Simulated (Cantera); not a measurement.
Gas mixture: 100 % CH4, at 10.00 Torr, frozen composition.

Cantera's kinetic-theory transport with the Lennard-Jones parameters of GRI-Mech 3.0, ideal gas; thermal conductivity in the mixture-averaged form. The composition is frozen, though it would react at the higher temperatures.

One state of this run: ρ (kg/m³) = 0.00286; cp (J/kg/K) = 4292; μ (µPa s) = 25.8; λ (mW/m/K) = 152; Pr = 0.727; D (cm²/s) H2O = 137; D (cm²/s) O = 167; D (cm²/s) CH3 = 119. D: mixture-averaged diffusion coefficient of that species in the mixture.

### Question
Which value of T (K) does it belong to?
(A) 1100
(B) 700
(C) 900
(D) 600

### Answer
C, 900
